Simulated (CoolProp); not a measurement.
Vapour-liquid equilibrium of R125 (1) + R115 (2) at 39.35 °C; x and y are mole fractions of (1).

The numbers come from the multi-fluid Helmholtz-energy mixture model, Lemmon 2005 and Lemmon 2016; pair parameters Bell 2016 in CoolProp.

```csv
x,bubble pressure (MPa),y at the bubble point,dew pressure at overall composition x (MPa),liquid density (mol/L)
0.05,1.369,0.084,1.338,7.846
0.2,1.562,0.282,1.480,7.907
0.35,1.713,0.433,1.630,7.996
0.5,1.829,0.564,1.775,8.128
0.65,1.914,0.687,1.892,8.323
0.8,1.967,0.812,1.963,8.597
0.95,1.982,0.949,1.982,8.965
```

y crosses x between x = 0.8 and 0.95: the model has an azeotrope there.

Pair parameters are fitted to limited data, so mixtures are less certain than the pure fluids.
